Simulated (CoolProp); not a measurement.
Properties of n-octane along the isobar 14100 kPa (Tc = 295.6 °C, pc = 2484 kPa, ω = 0.398).

Model: reference Helmholtz-energy equation of state, Beckmüller 2019, in CoolProp.

```
T (°C)   phase  cp (kJ/(kg K))  cv (kJ/(kg K))  isothermal compressibility (1/MPa)  viscosity (µPa s)  conductivity (mW/(m K))  fugacity coefficient
------  ------  --------------  --------------  ----------------------------------  -----------------  -----------------------  --------------------
-27.75  liquid           2.050           1.637                           0.0007721               1330                      147              8.855e-6
-13.65  liquid           2.089           1.675                           0.0008441               1030                      142              2.784e-5
0.45    liquid           2.130           1.716                           0.0009240                819                      138              7.604e-5
14.65   liquid           2.176           1.760                            0.001014                671                      134             0.0001856
28.75   liquid           2.223           1.807                            0.001113                564                      130             0.0004068
42.85   liquid           2.273           1.856                            0.001223                481                      126             0.0008185
57.05   liquid           2.325           1.907                            0.001348                417                      122              0.001536
71.15   liquid           2.378           1.959                            0.001487                366                      118              0.002691
85.25   liquid           2.433           2.012                            0.001643                324                      115              0.004459
99.35   liquid           2.488           2.066                            0.001819                289                      111              0.007036
```

Viscosity comes from a separate model (Huber 2004). Thermal conductivity comes from a separate model (Huber 2005).
